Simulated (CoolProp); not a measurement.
Values from CoolProp's reference Helmholtz-energy equation of state, Outcalt 1996. It is a modified Benedict-Webb-Rubin equation, recast in Helmholtz form.

Question: Give the vapour pressure (MPa), liquid density (kg/m³), vapour Z, liquid viscosity (µPa s) of saturated R152A at -15.45, 8.05, 102.05 °C.

Answer: 
| T (°C) | p (MPa) | liquid density (kg/m³) | vapour Z | liquid viscosity (µPa s) |
|---|---|---|---|---|
| -15.45 | 0.146 | 993 | 0.945 | 263 |
| 8.05 | 0.349 | 941 | 0.902 | 197 |
| 102.05 | 3.65 | 603 | 0.493 | 59.6 |

Viscosity comes from a separate model (Bell 2016), an estimate that may be off by 10 % or more.
